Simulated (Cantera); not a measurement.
Input: 1 mol SiC, 0.0084 mol O2, 3.4 mol N2, at 0.0100 bar.

Method: chemical equilibrium by Gibbs-energy minimisation in Cantera with the NASA 1993 tables (ideal gas, pure condensed phases). Candidate condensed phases: C, Si, SiC, SiO2, Si2N2O, Si3N4; 34 gas species. N2 is the only nitrogen source here; it is nearly inert below about 1500 K, so the nitride shown seldom forms there in practice. Mutual solubility and eutectic melting of coexisting phases are not modelled. The numbers say what is thermodynamically allowed, not how fast it happens.

x: gas mole fraction; n: condensed amount in mol.

```
T (°C)   x N2      x CO     x SiO      x Si     x SiN  n C(graphite)  n SiC(s)  n Si2N2O(s)
------  -----  --------  --------  --------  --------  -------------  --------  -----------
1125    0.999  0.000561   6.95e-7  3.70e-10  7.59e-11         0.0279     0.970   (withheld)
1150    0.998   0.00156   2.17e-6  8.11e-10  1.47e-10         0.0178     0.977   (withheld)
1175    0.997   0.00329   6.02e-6   1.87e-9  3.01e-10              0     0.989      0.00559
1200    0.997   0.00328   1.26e-5   5.32e-9  7.67e-10              0     0.989      0.00557
1225    0.997   0.00328   2.59e-5   1.46e-8   1.89e-9              0     0.989      0.00554
1250    0.997   0.00327   5.17e-5   3.89e-8   4.53e-9              0     0.989      0.00548
1275    0.997   0.00325  0.000101   1.00e-7   1.05e-8              0     0.989      0.00537
1300    0.997   0.00322  0.000192   2.51e-7   2.39e-8              0     0.989      0.00516
1325    0.996   0.00317  0.000358   6.11e-7   5.30e-8              0     0.989      0.00479
1350    0.996   0.00307  0.000650   1.46e-6   1.15e-7              0     0.990   (withheld)
1375    0.996   0.00290   0.00115   3.41e-6   2.46e-7              0     0.990   (withheld)
1400    0.995   0.00263   0.00197   7.89e-6   5.22e-7              0     0.991   (withheld)
```

### Question
What belongs in the gaps?

### Answer

- 1125, n Si2N2O(s): 0.0149
- 1150, n Si2N2O(s): 0.0115
- 1350, n Si2N2O(s): 0.00412
- 1375, n Si2N2O(s): 0.00298
- 1400, n Si2N2O(s): 0.00111
